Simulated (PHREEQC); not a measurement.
Make-up at 20 °C: 8.3 mmol/kgw Na2SeO4 and 0.97 mmol/kgw NaHCO3. Closed to the air; pH follows from the charge balance.

Equilibrium calculation in PHREEQC: ion-association model, wateq4f.dat.

### Question
The ionic strength comes out as 0.0259 mol/kgw. What activity coefficients do Na+, NaCO3-, CO3-2, SeO4-2, HCO3- get?

### Answer
Na+ 0.86, NaCO3- 0.86, CO3-2 0.56, SeO4-2 0.54, HCO3- 0.86.

No solid was allowed to form. Species that the database lacks are ignored.
